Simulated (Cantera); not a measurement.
Charge: 1 mol BN, 9.5 mol O2, 14 mol H2, equilibrated at 2.80 Pa.

Equilibrium computed with Cantera from the NASA thermochemical tables; the gas is ideal and each condensed phase is pure. Candidate condensed phases: B, BN, B2O3, B3O3H3, H2O; 39 gas species. Kinetics and transport are ignored.

log p: log10 of the partial pressure in bar; n: condensed amount in mol.

```json
[
 {"T (°C)": "675", "log p H2O": "-4.62", "log p O2": "-5.52", "log p HBO2": "-7.39", "log p N2": "-6.07", "log p OH": "-10.42", "n B2O3(l)": "0.484"},
 {"T (°C)": "725", "log p H2O": "-4.62", "log p O2": "-5.52", "log p HBO2": "-6.91", "log p N2": "-6.07", "log p OH": "-9.98", "n B2O3(l)": "0.461"},
 {"T (°C)": "775", "log p H2O": "-4.62", "log p O2": "-5.52", "log p HBO2": "___", "log p N2": "-6.07", "log p OH": "___", "n B2O3(l)": "___"},
 {"T (°C)": "825", "log p H2O": "-4.63", "log p O2": "-5.53", "log p HBO2": "-6.09", "log p N2": "-6.07", "log p OH": "-9.21", "n B2O3(l)": "0.258"},
 {"T (°C)": "875", "log p H2O": "-4.65", "log p O2": "-5.53", "log p HBO2": "-5.78", "log p N2": "-6.08", "log p OH": "-8.88", "n B2O3(l)": "0"},
 {"T (°C)": "925", "log p H2O": "-4.65", "log p O2": "-5.53", "log p HBO2": "-5.78", "log p N2": "-6.08", "log p OH": "___", "n B2O3(l)": "0"},
 {"T (°C)": "975", "log p H2O": "-4.65", "log p O2": "-5.53", "log p HBO2": "-5.78", "log p N2": "-6.08", "log p OH": "-8.29", "n B2O3(l)": "0"},
 {"T (°C)": "1025", "log p H2O": "-4.65", "log p O2": "-5.53", "log p HBO2": "-5.78", "log p N2": "-6.08", "log p OH": "-8.03", "n B2O3(l)": "0"}
]
```

Task: Fill in the missing entries.

Result: 
- 775, log p HBO2: -6.48
- 775, log p OH: -9.57
- 775, n B2O3(l): 0.400
- 925, log p OH: -8.57
